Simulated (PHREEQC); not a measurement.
**Copper plating or etch bath (model solution)**

Solution (20 °C): 1.8 mmol/kgw CuSO4 and 5 mmol/kgw FeCl3. Closed to the air; pH follows from the charge balance.

Computed with PHREEQC (ion-association model, phreeqc.dat).

Precipitation was switched off in this run.

Problem. Predict the pH, ionic strength.

Solution. pH 2.67; ionic strength 0.0254 mol/kgw.

Problem. In which forms is S present?

Solution. FeSO4+ 66 %, SO4-2 27 %, HSO4- 3.3 %, CuSO4 2.8 %, Fe(SO4)2- 0.8 %, FeHSO4+2 0.6 % of the S.

Saturation is exceeded, for instance for Hematite (slow to form), Goethite (slow to form); the values hold only as long as no solid forms.
